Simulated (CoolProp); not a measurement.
Computed with CoolProp (reference Helmholtz-energy equation of state, Bücker 2006).

Question: Give the vapour pressure (MPa), enthalpy of vaporisation (kJ/kg), liquid viscosity (µPa s), vapour viscosity (µPa s) of saturated ethane at -58.65, -42.45 °C.

Answer: 
```json
[
 {"T (°C)": "-58.65", "p (MPa)": "0.399", "enthalpy of vaporisation (kJ/kg)": "445", "liquid viscosity (µPa s)": "117", "vapour viscosity (µPa s)": "6.89"},
 {"T (°C)": "-42.45", "p (MPa)": "0.717", "enthalpy of vaporisation (kJ/kg)": "415", "liquid viscosity (µPa s)": "97.5", "vapour viscosity (µPa s)": "7.50"}
]
```

Viscosity comes from a separate model (Friend 1991).
